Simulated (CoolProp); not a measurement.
Vapour pressure (MPa) of R1132(E): the reference equation beside estimates from Tc = 348.8 K, pc = 5.174 MPa, ω = 0.245. Clausius-Clapeyron is anchored at 292.5 K with a constant enthalpy of vaporisation of 14.33 kJ/mol.

Model: reference Helmholtz-energy equation of state, Akasaka 2024, in CoolProp.

```csv
T (K),reference,Clausius-Clapeyron,Redlich-Kwong,Soave-Redlich-Kwong
263.1,0.5895,0.7393,0.8242,0.5916
269,0.7159,0.8535,0.9743,0.7195
274.9,0.8616,0.9792,1.142,0.8672
280.8,1.028,1.117,1.330,1.036
286.6,1.214,1.265,1.534,1.225
292.5,1.428,1.428,1.762,1.443
298.4,1.668,1.604,2.012,1.687
304.3,1.937,1.794,2.285,1.961
310.2,2.237,1.998,2.582,2.265
316,2.564,2.213,2.898,2.597
321.9,2.932,2.446,3.245,2.969
327.8,3.338,2.693,3.618,3.379
333.7,3.787,2.955,4.018,3.828
339.6,4.283,3.233,4.447,4.319
```

Absolute difference from the reference over all 14 rows, mean and median: Clausius-Clapeyron 13.5 and 13.7 %, Redlich-Kwong 20.3 and 19.3 %, Soave-Redlich-Kwong 1.0 and 1.1 %.
